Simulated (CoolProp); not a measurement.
Model: reference Helmholtz-energy equation of state, Zhou 2012, in CoolProp.

**Question.** For p-xylene, give the phase and the cv (kJ/(kg K)), isothermal compressibility (1/MPa), expansivity (1/kK), conductivity (mW/(m K)) at 568.2 K and 83.3 bar; 589.8 K and 83.3 bar; 594.1 K and 83.3 bar.

**Answer.** 
- 568.2 K and 83.3 bar: liquid; cv 2.15, isothermal compressibility 0.00926, expansivity 2.27, conductivity 84.1
- 589.8 K and 83.3 bar: liquid; cv 2.21, isothermal compressibility 0.0129, expansivity 2.67, conductivity 82.9
- 594.1 K and 83.3 bar: liquid; cv 2.22, isothermal compressibility 0.0139, expansivity 2.77, conductivity 82.7

Thermal conductivity comes from a separate model (Mylona 2014).
